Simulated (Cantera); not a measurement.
A perfectly stirred reactor is fed with NO : N₂ = 1 : 2.8 (molar parts), at 12.0 Torr; it is held at 2175 K, and followed from long to short residence time.

Cantera simulation using GRI-Mech 3.0 (53 species, 325 reactions); the numbers are that mechanism's predictions, not measurements. Radical loss at walls, strong at low pressure, is not modelled.

x: mole fraction; the columns are a selection and need not sum to one.

```csv
τ (s),x NO,x NO₂,x O₂,x N₂O,x O,x N₂
22,0.0302,3.73e-6,0.113,2.66e-7,0.00600,0.851
6.7,0.0647,7.39e-6,0.0961,1.10e-6,0.00549,0.834
2.0,0.141,1.25e-5,0.0588,5.64e-6,0.00430,0.796
0.61,0.225,1.09e-5,0.0177,1.77e-5,0.00245,0.755
0.18,0.257,5.01e-6,0.00266,2.74e-5,0.00106,0.740
0.056,0.262,(withheld),(withheld),2.91e-5,(withheld),0.737
0.017,0.263,(withheld),(withheld),(withheld),(withheld),0.737
0.0050,0.263,1.18e-7,1.96e-6,1.31e-5,2.81e-5,0.737
```

Task: Some entries are withheld; supply them.

Result: 
- 0.056, x NO₂: 1.91e-6
- 0.056, x O₂: 0.000314
- 0.056, x O: 0.000392
- 0.017, x NO₂: 5.50e-7
- 0.017, x O₂: 2.75e-5
- 0.017, x N₂O: 2.35e-5
- 0.017, x O: 0.000114
